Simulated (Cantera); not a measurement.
An adiabatic, constant-volume homogeneous reactor starts with CH3OH : O2 : N2 = 1 : 4.41 : 16.6 (molar parts), equivalence ratio 0.34, at 1500 K and 1.00 bar. Integrator tolerance rtol = 1e-08.

Cantera simulation using GRI-Mech 3.0 (53 species, 325 reactions); the numbers are that mechanism's predictions, not measurements. GRI-Mech 3.0 was tuned for natural gas; its chemistry of methanol as a main component is partial and can be far from experiment.

Problem. What does this change do: initial temperature 1500 to 1425 K?

Solution. 
```csv
quantity,before,after
time of steepest temperature rise,0.299 ms,0.612 ms
temperature at 7.00 s,2385 K,2334 K
equilibrium temperature,2385 K,2334 K
x(CH3OH) at 7.00 s,<1e-12 (gas-phase equilibrium <1e-12),<1e-12 (gas-phase equilibrium <1e-12)
x(O2) at 7.00 s,0.120 (gas-phase equilibrium 0.120),0.121 (gas-phase equilibrium 0.121)
x(NO) at 7.00 s,0.0136 (gas-phase equilibrium 0.0136),0.0123 (gas-phase equilibrium 0.0123)
x(C2H4) at 7.00 s,<1e-12 (gas-phase equilibrium <1e-12),<1e-12 (gas-phase equilibrium <1e-12)
x(OH) at 7.00 s,0.00702 (gas-phase equilibrium 0.00702),0.00588 (gas-phase equilibrium 0.00588)
x(HCO) at 7.00 s,1.51e-10 (gas-phase equilibrium 1.51e-10),8.33e-11 (gas-phase equilibrium 8.33e-11)
x(HO2) at 7.00 s,7.13e-6 (gas-phase equilibrium 7.13e-6),6.27e-6 (gas-phase equilibrium 6.27e-6)
```

Problem. What does this change do: pressure from 1.00 bar to 1.10 bar?

Solution. 
```csv
quantity,before,after
time of steepest temperature rise,0.299 ms,0.274 ms
temperature at 7.00 s,2385 K,2387 K
equilibrium temperature,2385 K,2387 K
x(CH3OH) at 7.00 s,<1e-12 (gas-phase equilibrium <1e-12),<1e-12 (gas-phase equilibrium <1e-12)
x(O2) at 7.00 s,0.120 (gas-phase equilibrium 0.120),0.120 (gas-phase equilibrium 0.120)
x(NO) at 7.00 s,0.0136 (gas-phase equilibrium 0.0136),0.0136 (gas-phase equilibrium 0.0136)
x(C2H4) at 7.00 s,<1e-12 (gas-phase equilibrium <1e-12),<1e-12 (gas-phase equilibrium <1e-12)
x(OH) at 7.00 s,0.00702 (gas-phase equilibrium 0.00702),0.00690 (gas-phase equilibrium 0.00690)
x(HCO) at 7.00 s,1.51e-10 (gas-phase equilibrium 1.51e-10),1.51e-10 (gas-phase equilibrium 1.51e-10)
x(HO2) at 7.00 s,7.13e-6 (gas-phase equilibrium 7.13e-6),7.35e-6 (gas-phase equilibrium 7.35e-6)
```
